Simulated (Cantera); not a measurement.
Input: 1 mol SiH₄, 5.3 mol NO, 6.6 mol N₂, equilibrated at 1225 °C and 51.0 Pa.

Equilibrium computed with Cantera from the NASA thermochemical tables; the gas is ideal and each condensed phase is pure. Candidate condensed phases: H₂O, Si, SiO₂, Si₂N₂O, Si₃N₄; 35 gas species. The tables hold silica as quartz up to 1696 K and as liquid above; real silica turns to tridymite and cristobalite and melts near 1996 K. The numbers say what is thermodynamically allowed, not how fast it happens.

Base state: N₂ 0.777, H₂O 0.168, O₂ 0.0542, NO 0.000612, OH 0.000473, H₂ 5.89e-5, O 4.08e-5 (mole fractions); condensed: SiO₂(β-quartz).

Task: What changes in the equilibrium state with this change: SiH₄ replaced by SiF₄?

Result: 
```csv
species,before,after
N₂,0.777,0.716
O₂,0.0542,0.205
SiF₄,0,0.0775
H₂O,0.168,0
OH,0.000473,0
H₂,5.89e-5,0
F,0,1.10e-5
O,4.08e-5,7.92e-5
"SiO₂(β-quartz), mol",1.00,0
```
